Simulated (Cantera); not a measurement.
## Diamond growth

A diamond (100) surface in a fixed gas of H2 with x(CH4) = 0.02, x(H) = 0.018, x(CH3) = 1.9e-05, 9.75 Torr; coverages are run to steady state.

Model: the Harris–Goodwin 1993 mechanism for the reconstructed diamond (100) surface, integrated in Cantera.

```csv
T (K),growth (µm/h),θ c6HH,θ c6H*,θ c6*H,θ c6**,θ c6HM
900,0.0775,0.691,0.0105,0.293,0.00440,0.000891
950,0.102,0.643,0.0142,0.335,0.00673,0.000706
1000,0.126,0.596,0.0184,0.375,0.00980,0.000555
1050,0.144,0.552,0.0230,0.411,0.0137,0.000417
1100,0.143,0.511,0.0279,0.442,0.0185,0.000279
1150,0.118,0.473,0.0332,0.469,0.0242,0.000155
1200,0.0846,0.438,0.0385,0.492,0.0308,7.17e-5
1250,0.0625,0.407,0.0439,0.511,0.0382,2.96e-5
1300,0.0541,0.378,0.0493,0.526,0.0465,1.18e-5
1350,0.0534,0.352,0.0546,0.538,0.0554,4.66e-6
1400,0.0526,0.328,0.0598,0.547,0.0650,1.83e-6
```
θ: site fractions in the mechanism's names (c6HH fully hydrogenated, c6H* and c6*H radical sites, c6** diradical, c6HM methylated).
